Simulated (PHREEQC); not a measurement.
1 kg of water holding 24 mmol/kgw NaCl and 110 mmol/kgw Na2SO4 is evaporated at 40 °C; the solids stay in contact with the brine. CO2 from the air is kept out. Only these solids could form: Halite, Mirabilite, Thenardite.

All values are PHREEQC results (Pitzer model, pitzer.dat), not measurements.

```csv
water left (kg),ionic strength,water activity,Thenardite (mol),Cl in solution (mol/kgw),Na in solution (mol/kgw),S in solution (mol/kgw)
1,0.354,0.995,0,0.0240,0.244,0.110
0.6755,0.524,0.992,0,0.0355,0.361,0.163
0.5552,0.638,0.991,0,0.0432,0.439,0.198
0.375,0.944,0.987,0,0.0640,0.651,0.293
0.2533,1.40,0.981,0,0.0947,0.963,0.434
0.2082,1.70,0.977,0,0.115,1.17,0.528
0.1407,2.52,0.966,0,0.171,1.73,0.782
0.09502,3.73,0.951,0,0.253,2.57,1.16
0.07809,4.53,0.941,0,0.307,3.12,1.41
0.05275,6.71,0.911,0,0.455,4.63,2.09
0.04335,8.17,0.890,0,0.554,5.63,2.54
0.0293,9.17,0.869,0.0285,0.819,6.38,2.78
0.01979,8.73,0.862,0.0604,1.21,6.23,2.51
0.01627,8.47,0.858,0.0721,1.47,6.14,2.33
0.01099,7.87,0.844,0.0892,2.18,5.97,1.90
```

Thenardite from water left = 0.03564 kg.

Species that the database lacks are ignored. At this temperature some constants are extrapolated from 25 °C, and those without enthalpy data are left unchanged.
